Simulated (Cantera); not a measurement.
# Equilibrium for hydrogen reduction and annealing atmospheres: V₂O₃ + H₂

A closed system holds: 1 mol V₂O₃, a varied amount of H₂, held at 1802 °C and 3.80 bar.

Cantera equilibrium calculation (NASA polynomials, part measured and part estimated; ideal gas, pure solids and liquids). Candidate condensed phases: H₂O, V, VO, V₂O₃, V₂O₄, V₂O₅; 12 gas species. Mutual solubility and eutectic melting of coexisting phases are not modelled. VO: taken at fixed stoichiometry. Condensed phases not in the tables: N, O or C dissolved in the metal. Equilibrium is a limit: real reactors are often held back by kinetics, nucleation or transport.

From 110 mol H₂ to 1900 mol H₂ the condensed part is VO(l). At 2300 mol H₂ the condensed part is V(s) + VO(l). The main V-bearing gas is VO₂ at 110 mol H₂ and V at 2300 mol H₂.

| n(H₂) (mol) | x H₂ | x H₂O | x H | x VO₂ | x V | x VO | n VO(l) | n V(s) |
|---|---|---|---|---|---|---|---|---|
| 110 | 0.990 | 0.00908 | 0.00136 | 2.58e-6 | 9.18e-8 | 1.53e-6 | 2.00 | 0 |
| 470 | 0.997 | 0.00213 | 0.00136 | 6.01e-7 | 3.95e-7 | 1.53e-6 | 2.00 | 0 |
| 830 | 0.997 | 0.00120 | 0.00136 | 3.40e-7 | 6.98e-7 | 1.53e-6 | 2.00 | 0 |
| 1200 | 0.998 | 0.000833 | 0.00136 | 2.35e-7 | 1.01e-6 | 1.53e-6 | 2.00 | 0 |
| 1600 | 0.998 | 0.000626 | 0.00137 | 1.76e-7 | 1.34e-6 | 1.53e-6 | 2.00 | 0 |
| 1900 | 0.998 | 0.000527 | 0.00137 | 1.49e-7 | 1.60e-6 | 1.53e-6 | 1.99 | 0 |
| 2300 | 0.998 | 0.000465 | 0.00137 | 1.31e-7 | 1.81e-6 | 1.53e-6 | 1.92 | 0.0673 |
x: gas mole fraction; n: condensed amount in mol.
